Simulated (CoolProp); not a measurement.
The fluid at 292.94 K and 0.373 MPa (gas) is heated at constant pressure to 322.3 K. The same conditions are run with several fluids, on thermodynamics alone (safety and materials aside).

Model: reference Helmholtz-energy equation of state of each fluid (propyne: Polt 1992; ethylene: Smukala 2000; R22: Kamei 1995; nitrous oxide: Lemmon 2006; R410A: Lemmon 2003), in CoolProp. The equations of Platzer and Polt are older, rougher fits. Blends and air are pseudo-pure fits.

```
fluid          heat (kJ/kg)  final density (kg/m³)
-------------  ------------  ---------------------
propyne                49.5                   5.87
ethylene               46.8                   3.97
R22                    20.7                   12.6
nitrous oxide          26.7                   6.22
R410A                  25.8                   10.5
```
